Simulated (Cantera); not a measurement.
Cantera run:

```python
import numpy as np
import cantera as ct

gas_names = """
    AL ALCL ALCL2 ALCL3 ALH ALN AL2 AL2CL6 CL CL2 H HCL H2 N NH NH2 NH3 N2 N2H2 N2H4
""".split()
cond_names = """
    AL(cr) AL(L) ALCL3(s) ALCL3(L) ALN(s) NH4CL(a) NH4CL(b)
""".split()


# ... load() reads the species with a 1 bar reference pressure and builds the phases ...
atoms = {
    'AlN': {'AL': 1, 'N': 1},
    'HCl': {'H': 1, 'CL': 1},
    'H2': {'H': 2},
}
top_T = {'ALN(s)': 2750}  # K; cautious upper limits of use, not melting points


# ... equilibrate(T, P, feed) seeds the gas with the atoms and calls Mixture.equilibrate('TP', solver="vcs", rtol=1e-11, max_steps=5000) ...
results = []
feed = {'AlN': 1, 'HCl': 44, 'H2': 1.9}  # mol
T = 1650  # K
P = 2.2  # Pa
mix = equilibrate(T, P, feed)
results.append((T, P, feed, dict(zip(mix.species_names, mix.species_moles))))
x = sorted(zip(gas.X, gas.species_names), reverse=True)
print(f"T = {T:g} K  P = {P:g} Pa  gas = {mix.phase_moles(0):.4g} mol")
print("   x: " + "  ".join(f"{s} {v:.3e}" for v, s in x if v > 1e-06))
print("   condensed (mol): " + ("  ".join(f"{mix.phase(i).name} {mix.phase_moles(i):.4g}"
      for i in range(1, mix.n_phases) if mix.phase_moles(i) > 1e-12) or "none"))
```

Result:

```
T = 1650 K  P = 2.2 Pa  gas = 47.76 mol
   x: HCL 8.396e-01  H2 7.785e-02  CL 4.569e-02  ALCL 1.161e-02  N2 1.047e-02  ALCL3 5.594e-03  H 5.404e-03  ALCL2 3.729e-03  CL2 2.140e-06
   condensed (mol): none
```

Method: chemical equilibrium by Gibbs-energy minimisation in Cantera with the NASA 1993 tables (ideal gas, pure condensed phases). The tables' values for AlCl2 are old estimates; treat these amounts as uncertain.
